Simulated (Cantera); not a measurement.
# V2O3 + H2 (hydrogen reduction and annealing atmospheres)

Feed: 1 mol V2O3, 380 mol H2, held at 1.20 bar.

Cantera equilibrium calculation (NASA polynomials, part measured and part estimated; ideal gas, pure solids and liquids). Candidate condensed phases: H2O, V, VO, V2O3, V2O4, V2O5; 12 gas species. Mutual solubility and eutectic melting of coexisting phases are not modelled. VO: taken at fixed stoichiometry. Condensed phases not in the tables: the oxides between V2O3 and V2O5 other than VO2. Kinetics and transport are ignored.

From 725 °C to 1125 °C the condensed part is VO(s) + V2O3(s). From 1225 °C to 1725 °C the condensed part is VO(s).

```
T (°C)   x H2     x H2O       x H      x VO  n VO(s)  n V2O3(s)
------  -----  --------  --------  --------  -------  ---------
725     1.000   5.34e-5   1.96e-9    <1e-12   0.0406      0.980
825     1.000  0.000170   2.26e-8    <1e-12    0.129      0.936
925     1.000  0.000443   1.74e-7    <1e-12    0.337      0.832
1025    0.999  0.000994   9.78e-7    <1e-12    0.755      0.622
1125    0.998   0.00198   4.32e-6  1.96e-12     1.51      0.247
1225    0.997   0.00263   1.57e-5  4.18e-11     2.00          0
1325    0.997   0.00263   4.85e-5  6.01e-10     2.00          0
1425    0.997   0.00263  0.000132   6.21e-9     2.00          0
1525    0.997   0.00263  0.000321   4.88e-8     2.00          0
1625    0.997   0.00263  0.000712   3.05e-7     2.00          0
1725    0.996   0.00263   0.00146   1.57e-6     2.00          0
```
x: gas mole fraction; n: condensed amount in mol.
